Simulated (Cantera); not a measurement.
A freely propagating, adiabatic, planar premixed flame of CO : H2 : O2 : N2 = 1 : 0.19 : 0.804 : 3.02 (molar parts), unburnt at 600 K and 97.5 Torr; mixture-averaged transport, grid criteria slope 0.08 and curve 0.16, no radiation.

Cantera simulation using GRI-Mech 3.0 (53 species, 325 reactions); the numbers are that mechanism's predictions, not measurements. Burning velocities carry a grid error of a few per cent, more on coarse grids.

Question: How do the results move with these cheaper or finer settings: unity-Lewis-number transport; multicomponent transport; multicomponent+Soret transport; grid criteria slope 0.5, curve 1; grid criteria slope 0.25, curve 0.5; grid criteria slope 0.03, curve 0.06?

Answer: 
| setting | laminar burning velocity | thermal thickness | peak x(O) | grid points | grid points |
|---|---|---|---|---|---|
| as above | 191 cm/s | 11.4 mm | 0.0257 | 162 | 162 |
| unity-Lewis-number transport | 120 cm/s | 7.63 mm | 0.0262 | 153 | 153 |
| multicomponent transport | 190 cm/s | 11.4 mm | 0.0256 | 162 | 162 |
| multicomponent+Soret transport | 182 cm/s | 11.3 mm | 0.0255 | 162 | 162 |
| grid criteria slope 0.5, curve 1 | 237 cm/s | 16.2 mm | 0.0255 | 41 | 41 |
| grid criteria slope 0.25, curve 0.5 | 201 cm/s | 12.6 mm | 0.0257 | 69 | 69 |
| grid criteria slope 0.03, curve 0.06 | 186 cm/s | 11.0 mm | 0.0257 | 348 | 348 |
The base run took around 22 core-seconds (rough).
Unity Lewis numbers drop preferential diffusion, which matters most where H2 and H carry the flame; Soret adds thermal diffusion.
